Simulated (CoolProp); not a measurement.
A single-stage vapour-compression cycle with the fluid: evaporating at 220.15 K (dew point), condensing at 261.15 K (bubble point), superheat 8 K, subcooling 8 K, compressor efficiency 0.85, no pressure losses. The same conditions are run with several fluids, on thermodynamics alone (safety and materials aside).

The numbers come from the reference Helmholtz-energy equation of state of each fluid (chlorine: Thol 2021; R115: Lemmon 2016; R125: Lemmon 2005; R13: Platzer 1990; nitrous oxide: Lemmon 2006; propylene: Lemmon 2013) in CoolProp. The equations of Platzer and Polt are older, rougher fits.

| fluid | cooling COP | pressure ratio | discharge temperature (K) | refrigerating effect (kJ/kg) | volumetric capacity (kJ/m³) |
|---|---|---|---|---|---|
| chlorine | 3.83 | 6.04 | 377.5 | ___ | 412 |
| R115 | 4.04 | ___ | 272.5 | 104 | ___ |
| R125 | 4.02 | 5.69 | ___ | 134 | 695 |
| R13 | 3.78 | ___ | 288.3 | 106 | 2380 |
| nitrous oxide | 3.71 | 3.94 | ___ | 276 | ___ |
| propylene | 4.07 | 5.09 | 299.7 | ___ | 685 |

Q: What belongs in the gaps?

A: 
- chlorine, refrigerating effect (kJ/kg): 270
- R115, pressure ratio: 5.66
- R115, volumetric capacity (kJ/m³): 455
- R125, discharge temperature (K): 281.0
- R13, pressure ratio: 3.85
- nitrous oxide, discharge temperature (K): 325.8
- nitrous oxide, volumetric capacity (kJ/m³): 4000
- propylene, refrigerating effect (kJ/kg): 381
